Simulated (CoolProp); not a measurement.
Tetrahydrofuran along the isobar 0.629 MPa: density (kg/m³) from the reference equation and from simpler models built on Tc = 267.0 °C, pc = 5.304 MPa, ω = 0.234; each cubic takes its own stable root.

The numbers come from the reference Helmholtz-energy equation of state, Fiedler 2023 in CoolProp.

| T (°C) | phase | reference |
|---|---|---|
| 8.35 | liquid | 900.6 |
| 21.45 | liquid | 886.4 |
| 34.55 | liquid | 871.9 |
| 47.65 | liquid | 857.3 |
| 60.75 | liquid | 842.4 |
| 73.95 | liquid | 827.0 |
| 87.05 | liquid | 811.4 |
| 100.15 | liquid | 795.3 |
| 113.25 | liquid | 778.7 |
| 126.35 | liquid | 761.4 |
| 139.55 | gas | 14.75 |
| 152.65 | gas | 14.13 |
| 165.75 | gas | 13.57 |
| 178.85 | gas | 13.06 |
| 191.95 | gas | 12.60 |

Question: How far does each simpler model (van der Waals, Redlich-Kwong, Soave-Redlich-Kwong, Peng-Robinson) lie from the reference over these 15 states: mean and median of the absolute difference, and the worst?

Answer: 
- van der Waals: mean 46.4 %, median 38.5 %, worst -98.1 % at 126.35 °C and 0.629 MPa
- Redlich-Kwong: mean 12.6 %, median 9.2 %, worst -98.0 % at 126.35 °C and 0.629 MPa
- Soave-Redlich-Kwong: mean 4.8 %, median 6.9 %, worst -7.9 % at 126.35 °C and 0.629 MPa
- Peng-Robinson: mean 3.4 %, median 4.6 %, worst +5.2 % at 73.95 °C and 0.629 MPa

At some of these states van der Waals, Redlich-Kwong gives the other phase, because its saturation line lies elsewhere.
